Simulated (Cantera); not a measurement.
Input: 1 mol Ti(OiPr)4, 1.4 mol NH3, 450 mol H2, 1.4 mol N2, equilibrated at 0.240 bar.

Equilibrium computed with Cantera from the NASA thermochemical tables; the gas is ideal and each condensed phase is pure. Candidate condensed phases: C, C6H6, C7H8, C8H18, H2O, Ti, TiC, TiN, TiO, TiO2, Ti2O3, Ti3O5, Ti4O7; 139 gas species. The feed counts by its element totals alone. TiC: taken at fixed stoichiometry. Rates play no part.

Problem. At 1777 °C, list the 5 most abundant gas species with their mole fractions, and the condensed phases.

Solution. H2 0.981, CO 0.00845, H 0.00459, N2 0.00385, HCN 0.00110. Condensed: C(graphite) + TiC(s).
